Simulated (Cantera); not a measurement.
Charge: 1 mol toluene, 56 mol H2, equilibrated at 950 K and 14000 Pa.

Method: chemical equilibrium by Gibbs-energy minimisation in Cantera with the NASA 1993 tables (ideal gas, pure condensed phases). Candidate condensed phases: C, C6H6, C7H8, C8H18; 76 gas species. Rates play no part.

Base state: H2 0.978, CH4 0.0224 (mole fractions); condensed: C(graphite).

### Question
What changes in the equilibrium state with this change: pressure from 14000 Pa to 1900000 Pa?

### Answer
```
species           before  after
----------------  ------  -----
H2                 0.978  0.868
CH4               0.0224  0.132
C(graphite), mol    5.68      0
```
